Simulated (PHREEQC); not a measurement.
**Brine: speciation**

A solution holds 3.2 mol NaOH, 0.37 mol K2SO4 and 0.00071 mol H4SiO4 per kg of water, at 25 °C. Closed to the air; pH follows from the charge balance.

All values are PHREEQC results (Pitzer model, pitzer.dat), not measurements.

Each row changes one thing in this solution. This is a speciation only: nothing precipitates in the calculation.

| case | pH | H3SiO4- (mol/kgw) | SI of Arcanite (K2SO4) | SI of Glaserite (NaK3(SO4)2) |
|---|---|---|---|---|
| as made | 14.58 | 7.59e-7 | -0.70 | -0.81 |
| diluted 2-fold with water | 14.10 | 2.10e-6 | -1.44 | ? |
| K2SO4 from 0.37 to 0.185 mol/kgw | ? | 8.31e-7 | -1.49 | -2.09 |
| H4SiO4 from 0.00071 to 7.1e-05 mol/kgw | 14.58 | 7.58e-8 | -0.70 | -0.81 |
| H4SiO4 from 0.00071 to 0.000355 mol/kgw | 14.58 | 3.79e-7 | -0.70 | -0.81 |

### Question
Fill in the missing entries.

### Answer

- diluted 2-fold with water, SI of Glaserite (NaK3(SO4)2): -2.25
- K2SO4 from 0.37 to 0.185 mol/kgw, pH: 14.55

In brines, pH and single-ion activities rest on the MacInnes convention.
